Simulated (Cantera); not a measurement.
Charge: 1 mol CO, 0.045 mol O2, held at 13.3 mbar.

Equilibrium computed with Cantera from the NASA thermochemical tables; the gas is ideal and each condensed phase is pure. Candidate condensed phases: C; 12 gas species. The numbers say what is thermodynamically allowed, not how fast it happens. All values below are at 2400 K.

Base state: CO 0.910, CO2 0.0879, O 0.00133, O2 0.000315 (mole fractions); condensed: gas only.

Q: What changes in the equilibrium state with this change: pressure from 13.3 mbar to 0.100 bar?

A: 
```tsv
species	before	after
CO	0.910	0.910
CO2	0.0879	0.0897
O	0.00133	0.000181
O2	0.000315	4.38e-5
```

Q: What changes in the equilibrium state with this change: O2 from 0.045 to 0.058 mol?

A: 
| species | before | after |
|---|---|---|
| CO | 0.910 | 0.885 |
| CO2 | 0.0879 | 0.113 |
| O | 0.00133 | 0.00176 |
| O2 | 0.000315 | 0.000550 |
